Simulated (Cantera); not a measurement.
Moist CO burnout

An isothermal, constant-pressure homogeneous reactor starts with CO : O₂ : H₂O : N₂ = 0.0011 : 0.041 : 0.0076 : 1 (molar parts), at 850 K and 950000 Pa.

Cantera simulation using GRI-Mech 3.0 (53 species, 325 reactions); the numbers are that mechanism's predictions, not measurements.

```
t (s)         x CO    x O₂    x H₂O   x NO₂    x H₂O₂
--------  --------  ------  -------  ------  --------
2.00e-6    0.00105  0.0391  0.00724  <1e-12    <1e-12
8.25e-6    0.00105  0.0391  0.00724  <1e-12    <1e-12
3.40e-5    0.00105  0.0391  0.00724  <1e-12    <1e-12
0.000140   0.00105  0.0391  0.00724  <1e-12    <1e-12
0.000579   0.00105  0.0391  0.00724  <1e-12    <1e-12
0.00239    0.00105  0.0391  0.00724  <1e-12    <1e-12
0.00985    0.00105  0.0391  0.00724  <1e-12    <1e-12
0.0406     0.00105  0.0391  0.00724  <1e-12    <1e-12
0.168      0.00105  0.0391  0.00724  <1e-12  5.95e-12
0.691      0.00105  0.0391  0.00724  <1e-12  1.72e-10
2.85       0.00105  0.0391  0.00724  <1e-12   3.37e-9
11.8       0.00103  0.0390  0.00724  <1e-12   2.87e-8
48.5      0.000914  0.0390  0.00724  <1e-12   3.54e-8
200       0.000579  0.0388  0.00724  <1e-12   2.27e-8
```
x: mole fraction; the columns are a selection and need not sum to one.

Equilibrium at this temperature and pressure: CO <1e-12, O₂ 0.0386, H₂O 0.00724, NO₂ 5.17e-7, H₂O₂ 1.30e-12 (gas phase only).
